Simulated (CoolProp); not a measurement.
Vapour-liquid equilibrium of propane (1) + R236EA (2) at 441 kPa; x and y are mole fractions of (1).

Computed with CoolProp (multi-fluid Helmholtz-energy mixture model, Lemmon 2009 and Rui 2013; pair parameters Bell 2016).

**Question.** Give the bubble temperature and the first vapour's composition at x = 0.05, 0.725, 0.8. Is there an azeotrope?

**Answer.** x = 0.05: 35.7 °C, y = 0.336; x = 0.725: -0.3 °C, y = 0.874; x = 0.8: -1.0 °C, y = 0.891. No azeotrope shows between x = 0.05 and 0.95.

Pair parameters are fitted to limited data, so mixtures are less certain than the pure fluids. With so large a gap from Raoult's law the liquid may split in two, which this calculation doesn't test in full.
